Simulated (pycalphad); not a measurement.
Computed with pycalphad from the COST 507 light-alloy database (1999), at 1 atm. The database dates from 1999; later assessments differ in places, in temperatures and in the compounds included. Amounts are mole fractions of atoms.

Q: Give the equilibrium state of Al-0.33Mn-3.96Si (at.%) at 725 K.

A: fcc, fraction 0.948, with <0.01 Mn, 0.47 Si at.%; diamond (Si), fraction 0.033, with no Mn, >99.99 Si at.%; ALMNSI_ALPHA, fraction 0.019, with 17.4 Mn, 12.5 Si at.%.

Q: Give the equilibrium state of Al-0.33Mn-3.96Si (at.%) at 900 K.

A: 
```
T = 900.00 K, P = 101325 Pa, N = 1 mol of atoms
G = -36224 J/mol, H = 25707 J/mol, S = 68.81 J/(mol K)  (SER reference)
chemical potentials (J/mol): Al -35913, Mn -126886, Si -36196
phase             fraction      x(Al)      x(Mn)      x(Si)
LIQUID              0.7348     0.9447     0.0036     0.0517
FCC_A1              0.2636     0.9931     0.0014     0.0055
ALMNSI_ALPHA        0.0015     0.7081     0.1739     0.1180
```

Database names, with the compositions (at.%) that they take in these runs: ALMNSI_ALPHA: Al 70 Mn 17 Si 12. FCC_A1 is fcc. An entry "none" or "no" means that the model of the phase leaves that element out.
